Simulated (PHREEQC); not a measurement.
Spent oxide etchant (model solution)

Consider water at 25 °C with 1.1 mmol/kgw HF, 9.5 mmol/kgw H2SiF6, 26 mmol/kgw H3AsO4, 2.1 mmol/kgw HCl and 9.2 mmol/kgw H3PO4. Closed to the air; pH follows from the charge balance.

Computed with PHREEQC (ion-association model, wateq4f.dat).

Precipitation was switched off in this run.

Task: What pH, ionic strength does the model give?

Result: pH 1.62; ionic strength 0.0361 mol/kgw.

Task: In which forms is Si present?

Result: SiF6-2 92 %, H4SiO4 8.0 % of the Si.

The solution is supersaturated, for example in Quartz (slow to form), Chalcedony (slow to form), so a real one may precipitate; this is no full list. H3PO4, which wateq4f.dat lacks, is added to it with the constant of phreeqc.dat. SiF6-2 is the database's only silicon fluoride.
